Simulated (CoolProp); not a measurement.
Vapour-liquid equilibrium of CHF3 (R23) (1) + R22 (2) at -15.55 °C; x and y are mole fractions of (1).

Values from CoolProp's multi-fluid Helmholtz-energy mixture model, Penoncello 2003 and Kamei 1995; pair parameters Bell 2016.

```csv
x,"bubble pressure, mixture model (kPa)","bubble pressure, Raoult's law (kPa)","y, mixture model","y, Raoult's law"
0.05,364.4,355.7,0.227,0.225
0.15,509.1,486.7,0.483,0.493
0.25,648.3,617.6,0.625,0.648
0.35,781.2,748.6,0.716,0.748
0.45,908.5,879.5,0.781,0.819
0.55,1031,1010,0.832,0.871
0.65,1152,1141,0.874,0.911
0.75,1273,1272,0.911,0.943
0.85,1398,1403,0.946,0.969
0.95,1530,1534,0.982,0.991
```

The largest gap from Raoult's law is +5.0 % in bubble pressure, at x = 0.25. No azeotrope shows between x = 0.05 and 0.95.

The pair parameters rest on a limited set of measurements; away from them the model extrapolates. The gap from Raoult's law changes sign with composition, which may be real or a fault of the pair parameters; it wasn't checked against measurements.
